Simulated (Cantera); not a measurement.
Input: 1 mol PbO, 0.83 mol O2, 3.3 mol N2, at 7.20 Torr.

Cantera equilibrium calculation (NASA polynomials, part measured and part estimated; ideal gas, pure solids and liquids). Candidate condensed phases: Pb, PbO, PbO2, Pb3O4; 12 gas species. Rates play no part.

Task: Which condensed phases are stable at each of these points (T (K)): 548, 598, 648, 698, 748, 798, 848, 898, 948, 998, 1048, 1098, 1148, 1198?

Result: 
| T (K) | condensed phases | Pb condensed (%) |
|---|---|---|
| 548 | PbO(red) | 100.0 |
| 598 | PbO(red) | 100.0 |
| 648 | PbO(red) | 100.0 |
| 698 | PbO(red) | 100.0 |
| 748 | PbO(red) | 100.0 |
| 798 | PbO(yellow) | 100.0 |
| 848 | PbO(yellow) | 100.0 |
| 898 | PbO(yellow) | 100.0 |
| 948 | PbO(yellow) | 100.0 |
| 998 | PbO(yellow) | 100.0 |
| 1048 | PbO(yellow) | 99.9 |
| 1098 | PbO(yellow) | 99.7 |
| 1148 | PbO(yellow) | 99.1 |
| 1198 | PbO(l) | 97.1 |

From 548 K to 748 K the condensed part is PbO(red). From 798 K to 1148 K the condensed part is PbO(yellow). At 1198 K the condensed part is PbO(l).
